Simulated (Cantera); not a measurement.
Equilibrium for silicon oxide and oxynitride deposition: SiH2Cl2 + NO

Feed: 1 mol SiH2Cl2, 1.8 mol NO, at 10000 Pa.

Equilibrium computed with Cantera from the NASA thermochemical tables; the gas is ideal and each condensed phase is pure. Candidate condensed phases: H2O, NH4Cl, Si, SiO2, Si2N2O, Si3N4; 47 gas species. Mutual solubility and eutectic melting of coexisting phases are not modelled. The tables' values for SiCl3 are old estimates; treat these amounts as uncertain. The tables hold silica as quartz up to 1696 K and as liquid above; real silica turns to tridymite and cristobalite and melts near 1996 K. Equilibrium is a limit: real reactors are often held back by kinetics, nucleation or transport.

At 475 °C the condensed part is SiO2(α-quartz) + Si2N2O(s). From 575 °C to 1175 °C the condensed part is SiO2(β-quartz) + Si2N2O(s). From 1275 °C to 1375 °C the condensed part is SiO2(β-quartz). From 1475 °C to 1575 °C the condensed part is SiO2(condensed). The main Si-bearing gas is SiCl4 at 475 °C and SiO at 1575 °C. The share of Si in condensed phases is highest at 475 °C (96.6 %) and lowest at 1575 °C (87.6 %).

| T (°C) | x HCl | x N2 | x H2 | x SiCl4 | x SiO | x SiCl2 | x SiCl3 | n SiO2(α-quartz) | n Si2N2O(s) | n SiO2(β-quartz) | n SiO2(condensed) |
|---|---|---|---|---|---|---|---|---|---|---|---|
| 475 | 0.661 | 0.303 | 0.0241 | 0.0120 | <1e-12 | <1e-12 | 8.84e-10 | 0.878 | 0.0440 | 0 | 0 |
| 575 | 0.649 | 0.306 | 0.0305 | 0.0152 | <1e-12 | 6.25e-12 | 3.63e-8 | 0 | 0.0380 | 0.881 | 0 |
| 675 | 0.637 | 0.308 | 0.0368 | 0.0184 | <1e-12 | 8.43e-10 | 6.77e-7 | 0 | 0.0322 | 0.884 | 0 |
| 775 | 0.625 | 0.310 | 0.0427 | 0.0214 | 1.79e-12 | 4.39e-8 | 7.15e-6 | 0 | 0.0266 | 0.887 | 0 |
| 875 | 0.615 | 0.313 | 0.0483 | 0.0241 | 2.88e-10 | 1.13e-6 | 4.97e-5 | 0 | 0.0213 | 0.889 | 0 |
| 975 | 0.605 | 0.315 | 0.0536 | 0.0266 | 2.02e-8 | 1.71e-5 | 0.000251 | 0 | 0.0163 | 0.892 | 0 |
| 1075 | 0.595 | 0.317 | 0.0586 | 0.0284 | 7.46e-7 | 0.000170 | 0.000980 | 0 | 0.0110 | 0.894 | 0 |
| 1175 | 0.584 | 0.319 | 0.0640 | 0.0289 | 1.65e-5 | 0.00119 | 0.00306 | 0 | 0.00397 | 0.898 | 0 |
| 1275 | 0.583 | 0.319 | 0.0626 | 0.0241 | 0.000194 | 0.00464 | 0.00632 | 0 | 0 | 0.900 | 0 |
| 1375 | 0.593 | 0.316 | 0.0547 | 0.0157 | 0.00126 | 0.0101 | 0.00848 | 0 | 0 | 0.898 | 0 |
| 1475 | 0.603 | 0.312 | 0.0455 | 0.00862 | 0.00540 | 0.0148 | 0.00846 | 0 | 0 | 0 | 0.892 |
| 1575 | 0.611 | 0.307 | 0.0353 | 0.00408 | 0.0161 | 0.0154 | 0.00653 | 0 | 0 | 0 | 0.876 |
x: gas mole fraction; n: condensed amount in mol.
